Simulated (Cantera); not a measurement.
What does this Cantera script print?

```python
import numpy as np
import cantera as ct

gas_names = """
    Cr CrN CrO CrO2 CrO3 H HNO HNO2 HNO3 HO2 H2 H2O H2O2 N NH NH2 NH3 NH2OH NO NO2 NO3 N2 N2H2 N2H4 N2O
    O OH O2 O3
""".split()
cond_names = """
    Cr(cr) Cr(L) CrN(s) Cr2N(s) Cr2O3(s) Cr2O3(L) H2O(s) H2O(L)
""".split()


def load(file, names, dense=False):
    # The tables refer to 1 bar. Condensed volumes are neglected.
    table = {s.name: s for s in ct.Species.list_from_file(file)}
    out = []
    for n in names:
        d = dict(table[n].input_data)
        d["thermo"] = dict(d["thermo"], **{"reference-pressure": 1e5})
        if dense:
            d["equation-of-state"] = {"model": "constant-volume", "density": "1e6 g/cm^3"}
        out.append(ct.Species.from_dict(d))
    return out


gas = ct.Solution(thermo="ideal-gas", species=load("nasa_gas.yaml", gas_names))
cond = {s.name: ct.Solution(thermo="fixed-stoichiometry", species=[s], name=s.name)
        for s in load("nasa_condensed.yaml", cond_names, dense=True)}
atoms = {
    'Cr': {'Cr': 1},
    'H2O': {'H': 2, 'O': 1},
    'N2': {'N': 2},
}
top_T = {'CrN(s)': 1900, 'Cr2N(s)': 1900}  # K; cautious upper limits of use, not melting points


def equilibrate(T, P, feed):
    n = {}
    for name, mol in feed.items():
        for a, k in atoms[name].items():
            n[a] = n.get(a, 0.0) + k * mol
    gas.TPX = T, P, n
    mass = sum(n.values()) * gas.mean_molecular_weight
    gas.equilibrate("TP")
    valid = [c for c in cond.values() if c.min_temp <= T <= top_T.get(c.name, c.max_temp)]
    mix = ct.Mixture([(gas, mass / gas.mean_molecular_weight)] + [(c, 0.0) for c in valid])
    mix.T, mix.P = T, P
    mix.equilibrate("TP", solver="vcs", rtol=1e-11, max_steps=5000)
    return mix


results = []
feed = {'Cr': 1, 'H2O': 0.47, 'N2': 2.5}  # mol
P = 13332.2  # Pa
for T in [850, 925, 1000, 1075, 1150, 1225, 1300, 1375, 1450, 1525, 1600, 1675, 1750]:
    mix = equilibrate(T, P, feed)
    results.append((T, P, feed, dict(zip(mix.species_names, mix.species_moles))))
    x = sorted(zip(gas.X, gas.species_names), reverse=True)
    print(f"T = {T:g} K  P = {P:g} Pa  gas = {mix.phase_moles(0):.4g} mol")
    print("   x: " + "  ".join(f"{s} {v:.3e}" for v, s in x if v > 0.0001))
    print("   condensed (mol): " + ("  ".join(f"{mix.phase(i).name} {mix.phase_moles(i):.4g}"
          for i in range(1, mix.n_phases) if mix.phase_moles(i) > 1e-12) or "none"))
```

Result:

```
T = 850 K  P = 13332.2 Pa  gas = 2.627 mol
   x: N2 8.211e-01  H2 1.789e-01
   condensed (mol): CrN(s) 0.6867  Cr2O3(s) 0.1567
T = 925 K  P = 13332.2 Pa  gas = 2.627 mol
   x: N2 8.211e-01  H2 1.789e-01
   condensed (mol): CrN(s) 0.6867  Cr2O3(s) 0.1567
T = 1000 K  P = 13332.2 Pa  gas = 2.627 mol
   x: N2 8.211e-01  H2 1.789e-01
   condensed (mol): CrN(s) 0.6867  Cr2O3(s) 0.1567
T = 1075 K  P = 13332.2 Pa  gas = 2.627 mol
   x: N2 8.211e-01  H2 1.789e-01
   condensed (mol): CrN(s) 0.6867  Cr2O3(s) 0.1566
T = 1150 K  P = 13332.2 Pa  gas = 2.627 mol
   x: N2 8.211e-01  H2 1.789e-01
   condensed (mol): CrN(s) 0.6867  Cr2O3(s) 0.1566
T = 1225 K  P = 13332.2 Pa  gas = 2.798 mol
   x: N2 8.320e-01  H2 1.679e-01
   condensed (mol): Cr2N(s) 0.3434  Cr2O3(s) 0.1566
T = 1300 K  P = 13332.2 Pa  gas = 2.798 mol
   x: N2 8.320e-01  H2 1.679e-01
   condensed (mol): Cr2N(s) 0.3434  Cr2O3(s) 0.1566
T = 1375 K  P = 13332.2 Pa  gas = 2.798 mol
   x: N2 8.320e-01  H2 1.678e-01  H2O 1.276e-04
   condensed (mol): Cr2N(s) 0.3435  Cr2O3(s) 0.1565
T = 1450 K  P = 13332.2 Pa  gas = 2.798 mol
   x: N2 8.320e-01  H2 1.678e-01  H2O 1.877e-04
   condensed (mol): Cr2N(s) 0.3435  Cr2O3(s) 0.1565
T = 1525 K  P = 13332.2 Pa  gas = 2.798 mol
   x: N2 8.320e-01  H2 1.677e-01  H2O 2.658e-04
   condensed (mol): Cr2N(s) 0.3436  Cr2O3(s) 0.1564
T = 1600 K  P = 13332.2 Pa  gas = 2.97 mol
   x: N2 8.417e-01  H2 1.578e-01  H2O 3.639e-04
   condensed (mol): Cr(cr) 0.6873  Cr2O3(s) 0.1563
T = 1675 K  P = 13332.2 Pa  gas = 2.97 mol
   x: N2 8.416e-01  H2 1.576e-01  H2O 5.508e-04  H 1.262e-04  Cr 1.046e-04
   condensed (mol): Cr(cr) 0.6874  Cr2O3(s) 0.1561
T = 1750 K  P = 13332.2 Pa  gas = 2.971 mol
   x: N2 8.414e-01  H2 1.572e-01  H2O 8.043e-04  Cr 3.374e-04  H 2.526e-04
   condensed (mol): Cr(cr) 0.6873  Cr2O3(s) 0.1559
```

Method: chemical equilibrium by Gibbs-energy minimisation in Cantera with the NASA 1993 tables (ideal gas, pure condensed phases). Mutual solubility and eutectic melting of coexisting phases are not modelled.
